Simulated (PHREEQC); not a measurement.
**Buffer (model solution)**

Consider water at 25 °C with 0.016 mol/kgw NaHSO4, 0.0013 mol/kgw Na2CO3 and 0.025 mol/kgw LiCl. Closed to the air; pH follows from the charge balance.

Model: ion-association model, wateq4f.dat, run in PHREEQC.

No solid was allowed to form.

Problem. Predict the pH, ionic strength.

Solution. pH 2.12; ionic strength 0.0625 mol/kgw.

Problem. In which forms is Li present?

Solution. Li+ 98 %, LiSO4- 2.0 % of the Li.

Species that the database lacks are ignored.
